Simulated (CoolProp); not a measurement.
100 sccm (0 °C, 1 atm) of nitrogen bubbles through liquid toluene at 325.9 K and leaves saturated at a total pressure of 0.15 MPa (ideal gas phase). Each further row changes one setting.

Model: reference Helmholtz-energy equation of state, Lemmon 2006, in CoolProp. It is a short technical equation, of lower accuracy than the large ones.

```json
[
 {"case": "as stated", "vapour pressure (kPa)": "13.8", "mole fraction of vapour": "0.0920", "delivery (mg/min)": "41.7", "delivery (sccm)": "10.1", "change of delivery for a bath 1 K warmer (%)": "4.7"},
 {"case": "bath temperature 330.9 K", "vapour pressure (kPa)": "16.9", "mole fraction of vapour": "0.113", "delivery (mg/min)": "52.4", "delivery (sccm)": "12.7", "change of delivery for a bath 1 K warmer (%)": "4.6"},
 {"case": "total pressure 0.3 MPa", "vapour pressure (kPa)": "13.8", "mole fraction of vapour": "0.0460", "delivery (mg/min)": "19.8", "delivery (sccm)": "4.82", "change of delivery for a bath 1 K warmer (%)": "4.5"}
]
```
